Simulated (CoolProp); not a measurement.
The numbers come from the reference Helmholtz-energy equation of state, de Reuck 1993 in CoolProp.

Task: Give the vapour pressure (MPa), vapour density (kg/m³), enthalpy of vaporisation (kJ/kg), liquid cp (kJ/(kg K)) of saturated methanol at 297, 321.8, 396.3 K.

Result: 
```tsv
T (K)	p (MPa)	vapour density (kg/m³)	enthalpy of vaporisation (kJ/kg)	liquid cp (kJ/(kg K))
297	0.0160	0.213	1170	2.53
321.8	0.0525	0.654	1130	2.70
396.3	0.699	7.89	956	3.44
```
